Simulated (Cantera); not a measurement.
Input: 1 mol Cu2O, 2.5 mol C, 0.16 mol N2, equilibrated at 1002 °C and 1 atm.

Method: chemical equilibrium by Gibbs-energy minimisation in Cantera with the NASA 1993 tables (ideal gas, pure condensed phases). Candidate condensed phases: C, Cu, CuO, Cu2O; 27 gas species. Kinetics and transport are ignored.

Base state: CO 0.856, N2 0.139, CO2 0.00521 (mole fractions); condensed: C(graphite) + Cu(s).

Q: What changes in the equilibrium state with this change: temperature from 1002 °C to 677 °C?

A: 
| species | before | after |
|---|---|---|
| CO | 0.856 | 0.458 |
| CO2 | 0.00521 | 0.355 |
| N2 | 0.139 | 0.187 |
| C(graphite), mol | 1.51 | 1.80 |
| Cu(s), mol | 2.00 | 2.00 |
